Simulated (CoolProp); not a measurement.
Values from CoolProp's reference Helmholtz-energy equation of state, Lemmon 2003. It is a pseudo-pure fit of the blend.

### Question
For R507A, give the phase and the Z, cv (kJ/(kg K)), viscosity (µPa s), conductivity (mW/(m K)) at 407.5 K and 11.9 bar; 407.5 K and 19.8 bar.

### Answer
- 407.5 K and 11.9 bar: gas; Z 0.935, cv 0.971, viscosity 16.8, conductivity 22.5
- 407.5 K and 19.8 bar: gas; Z 0.890, cv 0.982, viscosity 17.4, conductivity 23.4

Viscosity comes from a separate model (Geller 2000). Thermal conductivity comes from a separate model (Geller 2001).
